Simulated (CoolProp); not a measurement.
Properties of R507A at several states.

Model: reference Helmholtz-energy equation of state, Lemmon 2003, in CoolProp. It is a pseudo-pure fit of the blend.

| T (°C) | p (MPa) | phase | density (kg/m³) | cv (kJ/(kg K)) | viscosity (µPa s) | conductivity (mW/(m K)) | fugacity coefficient |
|---|---|---|---|---|---|---|---|
| 214.15 | 11.2 | supercritical | 349.9 | 1.115 | 32.9 | 39.7 | 0.7622 |
| 90.05 | 0.563 | gas | 19.33 | (withheld) | 14.9 | 18.7 | (withheld) |
| 150.35 | 0.233 | gas | 6.613 | 0.9812 | 17.1 | 22.8 | 0.9892 |
| -7.25 | 0.299 | gas | 14.50 | 0.7523 | 10.8 | 11.4 | (withheld) |
| 218.05 | 6.81 | supercritical | 195.5 | (withheld) | 24.8 | 34.0 | 0.8444 |

Fill in the missing entries.


- 90.05, cv (kJ/(kg K)): 0.8993
- 90.05, fugacity coefficient: 0.9550
- -7.25, fugacity coefficient: 0.9274
- 218.05, cv (kJ/(kg K)): 1.104

Viscosity comes from a separate model (Geller 2000). Thermal conductivity comes from a separate model (Geller 2001).
